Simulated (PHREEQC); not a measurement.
Make-up at 20 °C: 1.5 mmol/kgw PbCl2, 0.15 mmol/kgw NaCl and 1.2 mmol/kgw Zn(NO3)2. Closed to the air; pH follows from the charge balance.

Equilibrium calculation in PHREEQC: ion-association model, wateq4f.dat.

Precipitation was switched off in this run.

**Question.** What pH does the model give?

**Answer.** pH 5.35.

**Question.** In which forms is Pb present?

**Answer.** Pb+2 91 %, PbCl+ 6.7 %, PbNO3+ 2.2 % of the Pb.
